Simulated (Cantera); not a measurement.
Input: 1 mol Si2Cl6, 6.9 mol NH3, 55 mol N2, at 1698.15 K.

Method: chemical equilibrium by Gibbs-energy minimisation in Cantera with the NASA 1993 tables (ideal gas, pure condensed phases). Candidate condensed phases: NH4Cl, Si, Si3N4; 28 gas species. The feed counts by its element totals alone. Rates play no part.

Question: Which condensed phases are stable at each of these points (P (Pa)): 5, 15, 45, 140, 410, 1200, 3700, 11000, 33000, 100000?

Answer: 
```
P (Pa)  condensed phases  Si condensed (%)
------  ----------------  ----------------
5               gas only               0.0
15              gas only               0.0
45              gas only               0.0
140                Si(l)               3.1
410             Si3N4(s)              16.2
1200            Si3N4(s)              33.4
3700            Si3N4(s)              51.3
11000           Si3N4(s)              66.7
33000           Si3N4(s)              78.7
100000          Si3N4(s)              86.8
```

From 5.00 Pa to 45.0 Pa nothing is condensed. At 140 Pa the condensed part is Si(l). From 410 Pa to 100000 Pa the condensed part is Si3N4(s).
